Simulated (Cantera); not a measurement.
Feed: 1 mol Cr2O3, 79 mol H2, held at 0.0133 bar.

Method: chemical equilibrium by Gibbs-energy minimisation in Cantera with the NASA 1993 tables (ideal gas, pure condensed phases). Candidate condensed phases: Cr, Cr2O3, H2O; 13 gas species. Mutual solubility and eutectic melting of coexisting phases are not modelled. The numbers say what is thermodynamically allowed, not how fast it happens.

log p: log10 of the partial pressure in bar; n: condensed amount in mol.

| T (°C) | log p H2 | log p H2O | log p Cr | log p H | n Cr2O3(s) | n Cr(s) |
|---|---|---|---|---|---|---|
| 477 | -1.88 | -9.19 | <-13 | -13.44 | 1.000 | 0 |
| 577 | -1.88 | -8.13 | <-13 | -11.63 | 1.000 | 0 |
| 677 | -1.88 | -7.31 | <-13 | -10.19 | 1.000 | 0 |
| 777 | -1.88 | -6.64 | -12.06 | -9.03 | 1.000 | [?] |
| 877 | -1.88 | -6.10 | -10.36 | -8.06 | 0.998 | [?] |
| 977 | -1.88 | -5.65 | -8.95 | -7.25 | 0.996 | [?] |
| 1077 | -1.88 | -5.26 | -7.74 | -6.56 | 0.989 | [?] |
| 1177 | -1.88 | -4.93 | -6.71 | -5.96 | 0.977 | [?] |
| 1277 | -1.88 | -4.64 | -5.82 | -5.44 | 0.955 | [?] |
| 1377 | -1.88 | -4.39 | -5.04 | -4.98 | 0.920 | [?] |
| 1477 | -1.88 | -4.17 | -4.35 | -4.57 | 0.866 | 0 |
| 1577 | -1.89 | -3.81 | -3.99 | -4.21 | 0.689 | 0 |

Question: Fill in the missing entries.

Answer: 
- 777, n Cr(s): 0.000896
- 877, n Cr(s): 0.00313
- 977, n Cr(s): 0.00891
- 1077, n Cr(s): 0.0215
- 1177, n Cr(s): 0.0452
- 1277, n Cr(s): 0.0808
- 1377, n Cr(s): 0.106
